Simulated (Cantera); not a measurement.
A Cantera script and what it prints.

```python
import numpy as np
import cantera as ct

gas_names = """
    CL CLO CL2 N NO NO2 NO3 N2 N2O O O2 O3 Si SiCL SiCL2 SiCL3 SiCL4 SiN SiO SiO2 Si2 Si2N Si3
""".split()
cond_names = """
    Si(cr) Si(L) SiO2(Lqz) SiO2(hqz) SiO2(L) Si2N2O(s) Si3N4(a)
""".split()


def load(file, names, dense=False):
    # The tables refer to 1 bar. Condensed volumes are neglected.
    table = {s.name: s for s in ct.Species.list_from_file(file)}
    out = []
    for n in names:
        d = dict(table[n].input_data)
        d["thermo"] = dict(d["thermo"], **{"reference-pressure": 1e5})
        if dense:
            d["equation-of-state"] = {"model": "constant-volume", "density": "1e6 g/cm^3"}
        out.append(ct.Species.from_dict(d))
    return out


gas = ct.Solution(thermo="ideal-gas", species=load("nasa_gas.yaml", gas_names))
cond = {s.name: ct.Solution(thermo="fixed-stoichiometry", species=[s], name=s.name)
        for s in load("nasa_condensed.yaml", cond_names, dense=True)}
atoms = {
    'SiCl4': {'Si': 1, 'CL': 4},
    'O3': {'O': 3},
    'N2': {'N': 2},
}
top_T = {'Si2N2O(s)': 2100, 'Si3N4(a)': 2400}  # K; cautious upper limits of use, not melting points


def equilibrate(T, P, feed):
    n = {}
    for name, mol in feed.items():
        for a, k in atoms[name].items():
            n[a] = n.get(a, 0.0) + k * mol
    gas.TPX = T, P, n
    mass = sum(n.values()) * gas.mean_molecular_weight
    gas.equilibrate("TP")
    valid = [c for c in cond.values() if c.min_temp <= T <= top_T.get(c.name, c.max_temp)]
    mix = ct.Mixture([(gas, mass / gas.mean_molecular_weight)] + [(c, 0.0) for c in valid])
    mix.T, mix.P = T, P
    mix.equilibrate("TP", solver="vcs", rtol=1e-11, max_steps=5000)
    return mix


results = []
feed = {'SiCl4': 1, 'O3': 3.3, 'N2': 33}  # mol
T = 2025  # K
P = 100000  # Pa
mix = equilibrate(T, P, feed)
results.append((T, P, feed, dict(zip(mix.species_names, mix.species_moles))))
print(gas.report(threshold=0.001))
for i in range(1, mix.n_phases):
    print(f"{mix.phase(i).name:16s} {mix.phase_moles(i):12.5e} mol")
```

Output:

```
       temperature   2025 K
          pressure   1e+05 Pa
           density   0.17464 kg/m^3
  mean mol. weight   29.404 kg/kmol
   phase of matter   gas

                          1 kg             1 kmol
                     ---------------   ---------------
          enthalpy        2.2472e+06        6.6076e+07  J
   internal energy        1.6746e+06         4.924e+07  J
           entropy            8727.4        2.5662e+05  J/K
    Gibbs function       -1.5426e+07       -4.5358e+08  J
 heat capacity c_p            1193.3             35089  J/K
 heat capacity c_v            910.57             26775  J/K

                      mass frac. Y      mole frac. X     chem. pot. / RT
                     ---------------   ---------------   ---------------
                CL          0.095466          0.079185            -18.06
               CL2          0.022994          0.009536           -36.121
                NO         0.0056857         0.0055717           -29.181
                N2           0.77247            0.8108           -27.192
                O2           0.10261          0.094288            -31.17
     [  +18 minor]        0.00077716         0.0006157

Si(L)             0.00000e+00 mol
SiO2(L)           9.99975e-01 mol
Si2N2O(s)         0.00000e+00 mol
Si3N4(a)          0.00000e+00 mol
```

These are equilibrium values from Cantera (NASA tables, ideal gas, pure condensed phases), not measurements of a reactor. The tables hold silica as quartz up to 1696 K and as liquid above; real silica turns to tridymite and cristobalite and melts near 1996 K.
